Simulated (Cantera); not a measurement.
Thermodynamics of silicon epitaxy and polysilicon growth, feed SiH₄ + HCl + H₂

Feed: 1 mol SiH₄, 0.32 mol HCl, 11 mol H₂, at 29000 Pa.

Method: chemical equilibrium by Gibbs-energy minimisation in Cantera with the NASA 1993 tables (ideal gas, pure condensed phases). Candidate condensed phases: Si; 19 gas species. The tables' values for SiCl₃ are old estimates; treat these amounts as uncertain. Kinetics and transport are ignored.

```json
[
 {"T (°C)": "650", "log p H₂": "-0.54", "log p HCl": "-3.02", "log p SiHCl₃": "-3.06", "log p SiCl₄": "-3.09", "n Si(s)": "0.919"},
 {"T (°C)": "700", "log p H₂": "-0.54", "log p HCl": "-2.83", "log p SiHCl₃": "-3.11", "log p SiCl₄": "-3.14", "n Si(s)": "0.926"},
 {"T (°C)": "750", "log p H₂": "-0.54", "log p HCl": "-2.66", "log p SiHCl₃": "-3.17", "log p SiCl₄": "-3.21", "n Si(s)": "0.934"},
 {"T (°C)": "800", "log p H₂": "-0.54", "log p HCl": "-2.52", "log p SiHCl₃": "-3.26", "log p SiCl₄": "-3.32", "n Si(s)": "0.945"},
 {"T (°C)": "850", "log p H₂": "-0.54", "log p HCl": "-2.41", "log p SiHCl₃": "-3.38", "log p SiCl₄": "-3.48", "n Si(s)": "0.955"},
 {"T (°C)": "900", "log p H₂": "-0.55", "log p HCl": "-2.33", "log p SiHCl₃": "-3.56", "log p SiCl₄": "-3.71", "n Si(s)": "0.965"},
 {"T (°C)": "950", "log p H₂": "-0.55", "log p HCl": "-2.27", "log p SiHCl₃": "-3.78", "log p SiCl₄": "-4.00", "n Si(s)": "0.972"},
 {"T (°C)": "1000", "log p H₂": "-0.55", "log p HCl": "-2.24", "log p SiHCl₃": "-4.05", "log p SiCl₄": "-4.34", "n Si(s)": "0.977"},
 {"T (°C)": "1050", "log p H₂": "-0.55", "log p HCl": "-2.23", "log p SiHCl₃": "-4.33", "log p SiCl₄": "-4.72", "n Si(s)": "0.979"},
 {"T (°C)": "1100", "log p H₂": "-0.55", "log p HCl": "-2.22", "log p SiHCl₃": "-4.62", "log p SiCl₄": "-5.09", "n Si(s)": "0.980"},
 {"T (°C)": "1150", "log p H₂": "-0.55", "log p HCl": "-2.22", "log p SiHCl₃": "-4.89", "log p SiCl₄": "-5.45", "n Si(s)": "0.980"}
]
```
log p: log10 of the partial pressure in bar; n: condensed amount in mol.

From 650 °C to 1150 °C the condensed part is Si(s). The main Si-bearing gas is SiHCl₃ at 650 °C and SiCl₂ at 1150 °C.
